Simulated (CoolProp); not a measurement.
Saturated liquid density (kg/m³) of acetone: the reference equation beside estimates from Tc = 508.1 K, pc = 4.692 MPa, ω = 0.307. Rackett uses Z = 0.29056 − 0.08775 ω.

Computed with CoolProp (reference Helmholtz-energy equation of state, Lemmon 2006). It is a short technical equation, of lower accuracy than the large ones.

| T (K) | reference | Rackett | van der Waals | Redlich-Kwong | Soave-Redlich-Kwong |
|---|---|---|---|---|---|
| 379.4 | 685.4 | 602.3 | 352.5 | 505.8 | 533.6 |
| 382.2 | 681.5 | 598.9 | 350.6 | 502.3 | 530.2 |
| 385 | 677.6 | 595.5 | 348.6 | 498.8 | 526.7 |
| 387.8 | 673.7 | 592.0 | 346.6 | 495.2 | 523.2 |
| 390.7 | 669.5 | 588.4 | 344.5 | 491.4 | 519.5 |
| 393.5 | 665.5 | 584.8 | 342.4 | 487.7 | 515.8 |
| 396.3 | 661.4 | 581.3 | 340.3 | 483.9 | 512.1 |
| 399.1 | 657.3 | 577.6 | 338.2 | 480.1 | 508.3 |
| 401.9 | 653.1 | 574.0 | 336.1 | 476.3 | 504.4 |
| 404.7 | 648.8 | 570.3 | 333.9 | 472.3 | 500.5 |
| 407.5 | 644.5 | 566.5 | 331.7 | 468.4 | 496.5 |
| 410.3 | 640.1 | 562.7 | 329.4 | 464.3 | 492.4 |
| 413.1 | 635.7 | 558.8 | 327.2 | 460.2 | 488.2 |
| 415.9 | 631.2 | 554.9 | 324.8 | 456.1 | 484.0 |

Absolute difference from the reference over all 14 rows, mean and median: Rackett 12.1 and 12.1 %, van der Waals 48.5 and 48.5 %, Redlich-Kwong 26.9 and 26.9 %, Soave-Redlich-Kwong 22.7 and 22.6 %.
